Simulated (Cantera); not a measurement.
## Titanium nitride, carbide and oxide coatings: Ti(OiPr)4 + H2O

Charge: 1 mol Ti(OiPr)4, 0.6 mol H2O, held at 77.0 mbar.

Cantera equilibrium calculation (NASA polynomials, part measured and part estimated; ideal gas, pure solids and liquids). Candidate condensed phases: C, C6H6, C7H8, C8H18, H2O, Ti, TiC, TiO, TiO2, Ti2O3, Ti3O5, Ti4O7; 113 gas species. The feed counts by its element totals alone. Mutual solubility and eutectic melting of coexisting phases are not modelled. TiC: taken at fixed stoichiometry. Condensed phases not in the tables: Magnéli phases beyond Ti4O7. Kinetics and transport are ignored.

| T (K) | x H2 | x CO | x CH4 | x H2O | x H | x CO2 | x C2H2 (acetylene) | n C(graphite) | n TiO2(rutile) | n Ti4O7(s) | n Ti3O5(s) | n TiC(s) |
|---|---|---|---|---|---|---|---|---|---|---|---|---|
| 1075 | 0.846 | 0.150 | 0.00249 | 0.00124 | 4.86e-8 | 0.000236 | 6.37e-9 | 9.38 | 1.00 | 0 | 0 | 0 |
| 1125 | 0.847 | 0.151 | 0.00159 | 0.000632 | 1.47e-7 | 0.000102 | 1.95e-8 | 9.39 | 1.00 | 0 | 0 | 0 |
| 1175 | 0.835 | 0.163 | 0.00103 | 0.000364 | 4.04e-7 | 5.55e-5 | 5.32e-8 | 9.14 | 0 | 0.250 | 0 | 0 |
| 1225 | 0.836 | 0.163 | 0.000706 | 0.000207 | 1.03e-6 | 2.75e-5 | 1.36e-7 | 9.14 | 0 | 0.250 | 0 | 0 |
| 1275 | 0.832 | 0.167 | 0.000494 | 0.000125 | 2.42e-6 | 1.51e-5 | 3.20e-7 | 9.06 | 0 | 0 | 0.333 | 0 |
| 1325 | 0.783 | 0.216 | 0.000317 | 9.38e-5 | 5.22e-6 | 1.39e-5 | 6.67e-7 | 7.31 | 0 | 0 | 0.114 | 0.657 |
| 1375 | 0.760 | 0.240 | 0.000221 | 6.45e-5 | 1.08e-5 | 9.83e-6 | 1.35e-6 | 6.40 | 0 | 0 | 0 | 1.00 |
| 1425 | 0.760 | 0.240 | 0.000168 | 4.26e-5 | 2.14e-5 | 5.90e-6 | 2.68e-6 | 6.40 | 0 | 0 | 0 | 1.00 |
| 1475 | 0.760 | 0.240 | 0.000129 | 2.89e-5 | 4.08e-5 | 3.67e-6 | 5.07e-6 | 6.40 | 0 | 0 | 0 | 1.00 |
| 1525 | 0.760 | 0.240 | 0.000102 | 2.02e-5 | 7.43e-5 | 2.36e-6 | 9.19e-6 | 6.40 | 0 | 0 | 0 | 1.00 |
| 1575 | 0.760 | 0.240 | 8.09e-5 | 1.44e-5 | 0.000131 | 1.56e-6 | 1.60e-5 | 6.40 | 0 | 0 | 0 | 1.00 |
| 1625 | 0.760 | 0.240 | 6.54e-5 | 1.05e-5 | 0.000222 | 1.06e-6 | 2.70e-5 | 6.40 | 0 | 0 | 0 | 1.00 |
| 1675 | 0.760 | 0.240 | 5.36e-5 | 7.79e-6 | 0.000365 | 7.41e-7 | 4.41e-5 | 6.40 | 0 | 0 | 0 | 1.00 |
| 1725 | 0.760 | 0.240 | 4.44e-5 | 5.89e-6 | 0.000583 | 5.28e-7 | 7.00e-5 | 6.40 | 0 | 0 | 0 | 1.00 |
x: gas mole fraction; n: condensed amount in mol.

From 1075 K to 1125 K the condensed part is C(graphite) + TiO2(rutile). From 1175 K to 1225 K the condensed part is C(graphite) + Ti4O7(s). At 1275 K the condensed part is C(graphite) + Ti3O5(s). At 1325 K the condensed part is C(graphite) + TiC(s) + Ti3O5(s). From 1375 K to 1725 K the condensed part is C(graphite) + TiC(s).
